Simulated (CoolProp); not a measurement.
Computed with CoolProp (reference Helmholtz-energy equation of state, Thol 2016).

Problem. Give the vapour pressure (bar), vapour density (kg/m³), enthalpy of vaporisation (kJ/kg), surface tension (mN/m) of saturated hexamethyldisiloxane (MM) at 394.4 K.

Solution. 
| T (K) | p (bar) | vapour density (kg/m³) | enthalpy of vaporisation (kJ/kg) | surface tension (mN/m) |
|---|---|---|---|---|
| 394.4 | 1.78 | 9.74 | 181 | 7.44 |

Surface tension comes from a separate correlation (Mulero 2014), older than this fluid's equation and unchecked against measurements.
